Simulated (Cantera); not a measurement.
Oxide etching and cleaning by halides: CaO + F2 + O2

A closed system holds: 1 mol CaO, 2.6 mol F2, 6.4 mol O2, held at 1330 Pa.

Cantera equilibrium calculation (NASA polynomials, part measured and part estimated; ideal gas, pure solids and liquids). Candidate condensed phases: Ca, CaF2, CaO; 13 gas species. The numbers say what is thermodynamically allowed, not how fast it happens.

```json
[
 {"T (°C)": "650", "x O2": "0.761", "x F": "0.125", "x F2": "0.114", "x CaF2": "<1e-12", "n CaF2(s)": "1.00"},
 {"T (°C)": "725", "x O2": "0.727", "x F": "0.210", "x F2": "0.0635", "x CaF2": "8.58e-12", "n CaF2(s)": "1.00"},
 {"T (°C)": "800", "x O2": "0.701", "x F": "0.272", "x F2": "0.0266", "x CaF2": "3.03e-10", "n CaF2(s)": "1.00"},
 {"T (°C)": "875", "x O2": "0.690", "x F": "0.301", "x F2": "0.00966", "x CaF2": "6.59e-9", "n CaF2(s)": "1.00"},
 {"T (°C)": "950", "x O2": "0.686", "x F": "0.311", "x F2": "0.00356", "x CaF2": "9.65e-8", "n CaF2(s)": "1.000"},
 {"T (°C)": "1025", "x O2": "0.684", "x F": "0.314", "x F2": "0.00142", "x CaF2": "1.02e-6", "n CaF2(s)": "1.000"},
 {"T (°C)": "1100", "x O2": "0.684", "x F": "0.316", "x F2": "0.000616", "x CaF2": "8.19e-6", "n CaF2(s)": "1.000"},
 {"T (°C)": "1175", "x O2": "0.683", "x F": "0.316", "x F2": "0.000290", "x CaF2": "5.18e-5", "n CaF2(s)": "0.999"},
 {"T (°C)": "1250", "x O2": "0.683", "x F": "0.316", "x F2": "0.000147", "x CaF2": "0.000265", "n CaF2(s)": "0.997"},
 {"T (°C)": "1325", "x O2": "0.682", "x F": "0.316", "x F2": "7.89e-5", "x CaF2": "0.00114", "n CaF2(s)": "0.988"}
]
```
x: gas mole fraction; n: condensed amount in mol.

From 650 °C to 1325 °C the condensed part is CaF2(s).
